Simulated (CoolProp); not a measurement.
Hexamethyldisiloxane (MM) along the isobar 8810 kPa: Z from the reference equation and from simpler models built on Tc = 245.6 °C, pc = 1931 kPa, ω = 0.418; each cubic takes its own stable root.

Model: reference Helmholtz-energy equation of state, Thol 2016, in CoolProp.

```json
[
 {"T (°C)": "160.95", "phase": "liquid", "reference": "0.6246", "van der Waals": "0.9149", "Soave-Redlich-Kwong": "0.6528", "Peng-Robinson": "0.5812"},
 {"T (°C)": "179.55", "phase": "liquid", "reference": "0.6191", "van der Waals": "0.8935", "Soave-Redlich-Kwong": "0.6476", "Peng-Robinson": "0.5772"},
 {"T (°C)": "198.15", "phase": "liquid", "reference": "0.6161", "van der Waals": "0.8747", "Soave-Redlich-Kwong": "0.6458", "Peng-Robinson": "0.5763"},
 {"T (°C)": "216.75", "phase": "liquid", "reference": "0.6156", "van der Waals": "0.8583", "Soave-Redlich-Kwong": "0.6474", "Peng-Robinson": "0.5789"},
 {"T (°C)": "235.35", "phase": "liquid", "reference": "0.6178", "van der Waals": "0.8441", "Soave-Redlich-Kwong": "0.6525", "Peng-Robinson": "0.5850"},
 {"T (°C)": "253.95", "phase": "supercritical", "reference": "0.6228", "van der Waals": "0.8320", "Soave-Redlich-Kwong": "0.6615", "Peng-Robinson": "0.5949"},
 {"T (°C)": "272.45", "phase": "supercritical", "reference": "0.6308", "van der Waals": "0.8218", "Soave-Redlich-Kwong": "0.6742", "Peng-Robinson": "0.6088"},
 {"T (°C)": "291.05", "phase": "supercritical", "reference": "0.6422", "van der Waals": "0.8134", "Soave-Redlich-Kwong": "0.6910", "Peng-Robinson": "0.6268"},
 {"T (°C)": "309.65", "phase": "supercritical", "reference": "0.6571", "van der Waals": "0.8067", "Soave-Redlich-Kwong": "0.7116", "Peng-Robinson": "0.6487"},
 {"T (°C)": "328.25", "phase": "supercritical", "reference": "0.6757", "van der Waals": "0.8016", "Soave-Redlich-Kwong": "0.7355", "Peng-Robinson": "0.6739"},
 {"T (°C)": "346.85", "phase": "supercritical", "reference": "0.6978", "van der Waals": "0.7982", "Soave-Redlich-Kwong": "0.7621", "Peng-Robinson": "0.7017"}
]
```
